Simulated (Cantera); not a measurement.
Mixture: 11.5 % CH₄, 13.8 % H₂, 15.7 % O₂, 59.1 % N₂, equivalence ratio 1.9, at 11.0 bar, adiabatic and at constant pressure. Ignition delay is the time to a rise of 400 K.

Cantera simulation using GRI-Mech 3.0 (53 species, 325 reactions); the numbers are that mechanism's predictions, not measurements.

Question: At T0 = 1273 K, what is the delay, and which 6 reactions control it most (d ln τ / d ln k, from doubling and halving each rate constant)?

Answer: The delay is 90.5 µs.
```tsv
reaction	d ln τ / d ln k	faster rate
H + O2 <=> O + OH	-1.18	shortens it
CH3 + HO2 <=> CH3O + OH	-0.42	shortens it
2 CH3 (+M) <=> C2H6 (+M)	0.27	lengthens it
CH3 + H (+M) <=> CH4 (+M)	0.26	lengthens it
H2 + OH <=> H + H2O	-0.25	shortens it
CH4 + OH <=> CH3 + H2O	0.23	lengthens it
```
